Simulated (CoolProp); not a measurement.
Vapour pressure (MPa) of cyclopropane: the reference equation beside estimates from Tc = 125.5 °C, pc = 5.605 MPa, ω = 0.131. Clausius-Clapeyron is anchored at 57.95 °C with a constant enthalpy of vaporisation of 14.60 kJ/mol.

Computed with CoolProp (reference Helmholtz-energy equation of state, Polt 1992). This equation is an older, rougher fit; its heat capacities, sound speeds and derivatives of the liquid may be far off and weren't checked against measurements.

```csv
T (°C),reference,Clausius-Clapeyron,van der Waals,Peng-Robinson
32.25,0.8768,1.030,1.752,0.8718
37.35,0.9971,1.132,1.896,0.9921
42.45,1.129,1.240,[?],[?]
47.65,1.276,[?],2.207,1.272
52.75,1.434,1.479,2.372,1.430
57.95,1.609,1.609,2.549,1.606
63.05,1.795,1.744,2.729,1.793
68.15,1.997,1.885,2.918,1.996
73.35,2.219,2.037,3.118,2.220
78.45,2.454,2.192,3.323,2.457
83.65,2.712,[?],3.540,2.717
```

Task: Fill in the missing entries.

Result: 
- 42.45, van der Waals: 2.046
- 42.45, Peng-Robinson: 1.124
- 47.65, Clausius-Clapeyron: 1.357
- 83.65, Clausius-Clapeyron: 2.358

Absolute difference from the reference over all 11 rows, mean and median: Clausius-Clapeyron 8.2 and 8.2 %, van der Waals 61.1 and 58.4 %, Peng-Robinson 0.3 and 0.2 %.
